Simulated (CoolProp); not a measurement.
Vapour-liquid equilibrium of ethanol (1) + cyclohexane (2) at 473.2 K; x and y are mole fractions of (1).

Model: multi-fluid Helmholtz-energy mixture model, Schroeder 2014 and Zhou 2014; pair parameters Bell 2016, in CoolProp.

```tsv
x	bubble pressure (MPa)	y at the bubble point	dew pressure at overall composition x (MPa)	liquid density (mol/L)
0.05	1.627	0.166	1.422	6.925
0.15	2.056	0.350	1.596	7.082
0.25	2.354	0.452	1.805	7.273
0.35	2.568	0.523	2.056	7.514
0.45	2.728	0.583	2.348	7.832
0.55	2.852	0.640	2.643	8.255
0.65	2.944	0.701	2.870	8.811
0.75	3.004	0.770	2.991	9.523
0.85	3.026	0.851	3.026	10.40
0.95	3.008	0.946	3.006	11.45
```

y crosses x between x = 0.85 and 0.95: the model has an azeotrope there.

Pair parameters are fitted to limited data, so mixtures are less certain than the pure fluids.
